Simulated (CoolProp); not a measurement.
Properties of dry air at several states (Tc = 132.5 K, pc = 3.786 MPa, ω = 0.034).

Model: reference Helmholtz-energy equation of state, Lemmon 2000, in CoolProp. It is a pseudo-pure fit of the blend.

```json
[
 {"T (K)": "653.7", "p (MPa)": "0.164", "phase": "gas", "density (kg/m³)": "0.8735", "cp (kJ/(kg K))": "1.064", "isothermal compressibility (1/MPa)": "6.094", "fugacity coefficient": "1.001"},
 {"T (K)": "861.2", "p (MPa)": "0.055", "phase": "gas", "density (kg/m³)": "0.2224", "cp (kJ/(kg K))": "1.112", "isothermal compressibility (1/MPa)": "18.18", "fugacity coefficient": "1.000"},
 {"T (K)": "116.9", "p (MPa)": "0.309", "phase": "gas", "density (kg/m³)": "9.604", "cp (kJ/(kg K))": "1.074", "isothermal compressibility (1/MPa)": "3.380", "fugacity coefficient": "0.9603"}
]
```
